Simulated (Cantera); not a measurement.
Feed: 1 mol borazine, 0.56 mol O2, 59 mol H2, 2.5 mol H2O, held at 0.00240 bar.

Method: chemical equilibrium by Gibbs-energy minimisation in Cantera with the NASA 1993 tables (ideal gas, pure condensed phases). Candidate condensed phases: B, BN, B2O3, B3O3H3, H2O; 39 gas species. The feed counts by its element totals alone. Rates play no part. All values below are at 1823 K.

Base state: H2 0.930, HBO 0.0238, N2 0.0221, H 0.00853, HBO2 0.00505, BO 0.00380, B2O3 0.00352, B2O2 0.00223 (mole fractions); condensed: gas only.

Task: What changes in the equilibrium state with this change: H2O from 2.5 to 7.9 mol?

Result: 
| species | before | after |
|---|---|---|
| H2 | 0.930 | 0.887 |
| H2O | 0.000558 | 0.0455 |
| HBO2 | 0.00505 | 0.0346 |
| HBO | 0.0238 | 0.00191 |
| N2 | 0.0221 | 0.0205 |
| B2O2 | 0.00223 | 1.50e-5 |
| OH | 3.56e-7 | 2.97e-5 |
| BO | 0.00380 | 0.000312 |
| BO2 | 3.91e-6 | 2.75e-5 |

Task: What changes in the equilibrium state with this change: pressure from 0.00240 bar to 1.00 bar?

Result: 
| species | before | after |
|---|---|---|
| H2 | 0.930 | 0.947 |
| N2 | 0.0221 | 0.0188 |
| HBO | 0.0238 | 0.0159 |
| H | 0.00853 | 0.000422 |
| HBO2 | 0.00505 | 0.0101 |
| B3O3H3 | 2.08e-9 | 0.000107 |
| BO | 0.00380 | 0.000123 |
| H2O | 0.000558 | 0.00171 |
| BN(s), mol | 0 | 0.481 |

Task: What changes in the equilibrium state with this change: pressure from 0.00240 bar to 0.0220 bar?

Result: 
```tsv
species	before	after
H2	0.930	0.936
HBO	0.0238	0.0256
N2	0.0221	0.0222
H	0.00853	0.00283
BO	0.00380	0.00134
B2O2	0.00223	0.00255
H2O	0.000558	0.000515
B2O3	0.00352	0.00369
HBO2	0.00505	0.00497
```
